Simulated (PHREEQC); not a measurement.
A made-up water analysis in mmol/kgw, 25 °C, pH 3.94, pe 9.8: Na 7.03; K 0.775; Ca 3.24; Mg 1.73; Cl 5.91; S(6) 5.79; Fe(3) 0.00784; Cd 0.00537; Sr 0.0419; Cu(2) 0.0522.

Valence states are taken as typed.

The numbers come from PHREEQC with the ion-association model, wateq4f.dat.

This is a speciation only: nothing precipitates in the calculation.

Q: Order these Fe species by the share of Fe that they hold, largest first: Fe+3, FeOH+2, FeSO4+, Fe(SO4)2-, Fe(OH)2+.

A: Fe(OH)2+ (58 %), FeOH+2 (31 %), FeSO4+ (9.8 %), Fe+3 (0.94 %), Fe(SO4)2- (0.54 %)

Q: Order these S species by the share of S that they hold, largest first: NaSO4-, HSO4-, CaSO4, SO4-2, MgSO4.

A: SO4-2 (77 %), CaSO4 (12 %), MgSO4 (7.5 %), NaSO4- (1.5 %), HSO4- (0.56 %)

The pH is 3.94 and the ionic strength 0.0237 mol/kgw. Saturation is exceeded, for instance for Jarosite-K, Hematite (slow to form); the values hold only as long as no solid forms.
